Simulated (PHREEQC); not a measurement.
Alkaline etch or developer: an equilibrium model

Solution (25 °C): 0.021 mol/kgw TMAH and 6.5e-05 mol/kgw NaAlO2. Closed to the air; pH follows from the charge balance.

Equilibrium calculation in PHREEQC: ion-association model, phreeqc.dat.

Each row changes one thing in this solution. This is a speciation only: nothing precipitates in the calculation.

```csv
case,pH,ionic strength (mol/kgw),SI of Gibbsite (Al(OH)3)
as made,12.25,0.0211,-1.95
temperature from 25 to 35 °C,11.94,0.0211,-2.09
0.00083 mol/kgw KHCO3 added,12.23,0.0227,-1.93
diluted 5-fold with water,11.59,0.00421,-1.95
NaAlO2 from 6.5e-05 to 1.3e-05 mol/kgw,12.25,0.0210,-2.65
TMAH left out,7.81,6.51e-5,+2.55
```

Species that the database lacks are ignored. Some of these states are supersaturated (in Gibbsite (slow to form), for instance). (CH3)4N+ isn't in the database: it is added as a free cation with an ion size of 4 Å.
